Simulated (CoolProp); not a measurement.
Properties of R227EA at several states.

Computed with CoolProp (reference Helmholtz-energy equation of state, Lemmon 2016).

| T (°C) | p (bar) | phase | density (kg/m³) | cp (kJ/(kg K)) | speed of sound (m/s) | conductivity (mW/(m K)) |
|---|---|---|---|---|---|---|
| 167.55 | 96.9 | supercritical | 784.6 | 1.447 | 164.3 | 41.6 |
| -42.65 | 2.01 | liquid | 1632 | 1.032 | 698.6 | 76.7 |
| 95.05 | 81.9 | liquid | 1152 | 1.314 | 278.7 | 49.3 |
| 45.65 | 46.4 | liquid | 1335 | 1.206 | 388.6 | 57.2 |

Thermal conductivity comes from a separate model (Huber 2003), an estimate that may be off by 10 % or more.
